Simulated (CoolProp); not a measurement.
Aqueous lithium chloride as a coolant, at 8 °C, 1 atm.

The numbers come from the Melinder's fits for secondary coolants in CoolProp.

```json
[
 {"mass %": "2.9", "freezing point (°C)": "-2.5", "Prandtl number": "10.7", "conductivity (W/(m K))": "0.570", "viscosity (mPa s)": "1.51", "cp (kJ/(kg K))": "4.030"},
 {"mass %": "4.9", "freezing point (°C)": "-4.9", "Prandtl number": "11.1", "conductivity (W/(m K))": "0.566", "viscosity (mPa s)": "1.61", "cp (kJ/(kg K))": "3.918"},
 {"mass %": "7", "freezing point (°C)": "-7.7", "Prandtl number": "11.6", "conductivity (W/(m K))": "0.561", "viscosity (mPa s)": "1.72", "cp (kJ/(kg K))": "3.805"},
 {"mass %": "9", "freezing point (°C)": "-10.6", "Prandtl number": "12.2", "conductivity (W/(m K))": "0.557", "viscosity (mPa s)": "1.84", "cp (kJ/(kg K))": "3.699"},
 {"mass %": "11.1", "freezing point (°C)": "-14.2", "Prandtl number": "12.9", "conductivity (W/(m K))": "0.553", "viscosity (mPa s)": "1.98", "cp (kJ/(kg K))": "3.591"},
 {"mass %": "13.1", "freezing point (°C)": "-18.6", "Prandtl number": "13.6", "conductivity (W/(m K))": "0.549", "viscosity (mPa s)": "2.14", "cp (kJ/(kg K))": "3.491"},
 {"mass %": "15.2", "freezing point (°C)": "-24.5", "Prandtl number": "14.4", "conductivity (W/(m K))": "0.545", "viscosity (mPa s)": "2.32", "cp (kJ/(kg K))": "3.390"},
 {"mass %": "17.2", "freezing point (°C)": "-31.7", "Prandtl number": "15.3", "conductivity (W/(m K))": "0.541", "viscosity (mPa s)": "2.51", "cp (kJ/(kg K))": "3.299"},
 {"mass %": "19.3", "freezing point (°C)": "-40.6", "Prandtl number": "16.4", "conductivity (W/(m K))": "0.537", "viscosity (mPa s)": "2.75", "cp (kJ/(kg K))": "3.212"},
 {"mass %": "21.3", "freezing point (°C)": "-50.1", "Prandtl number": "17.7", "conductivity (W/(m K))": "0.533", "viscosity (mPa s)": "3.00", "cp (kJ/(kg K))": "3.141"}
]
```
